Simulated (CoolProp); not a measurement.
The fluid at 293.15 K and 1.88 MPa is throttled through a valve to 0.891 MPa with no heat exchange. The same conditions are run with several fluids, on thermodynamics alone (safety and materials aside).

Values from CoolProp's reference Helmholtz-energy equation of state of each fluid (decamethyltetrasiloxane (MD2M): Thol 2017; R1336mzz(E): Akasaka 2023; benzene: Thol 2012; p-xylene: Zhou 2012; R152A: Outcalt 1996).

| fluid | temperature change (K) | final density (kg/m³) |
|---|---|---|
| decamethyltetrasiloxane (MD2M) | +0.4 | 854 |
| R1336mzz(E) | +0.2 | 1340 |
| benzene | +0.4 | 879 |
| p-xylene | +0.5 | 861 |
| R152A | +0.1 | 913 |
